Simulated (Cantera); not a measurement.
Input: 1 mol CH₃F, 0.016 mol HCl, held at 2800 °C and 100000 Pa.

Method: chemical equilibrium by Gibbs-energy minimisation in Cantera with the NASA 1993 tables (ideal gas, pure condensed phases). Candidate condensed phases: C, C₆H₆, C₇H₈, C₈H₁₈; 118 gas species. Rates play no part.

Base state: HF 0.463, H₂ 0.375, H 0.120, C₂H₂ (acetylene) 0.0287, HCl 0.00610, C₂H 0.00175, Cl 0.00133, F 0.00105 (mole fractions); condensed: C(graphite).

Task: What changes in the equilibrium state with this change: HCl from 0.016 to 2.3 mol?

Result: 
```tsv
species	before	after
HCl	0.00610	0.370
HF	0.463	0.208
H₂	0.375	0.203
Cl	0.00133	0.110
C₂H₂ (acetylene)	0.0287	0.0155
H	0.120	0.0886
Cl₂	1.51e-8	0.000103
CCl	1.30e-7	1.08e-5
C₂HCl	1.13e-5	0.000689
C(graphite), mol	0.854	0.810
```
The tables' values for CCl are old estimates; treat these amounts as uncertain.
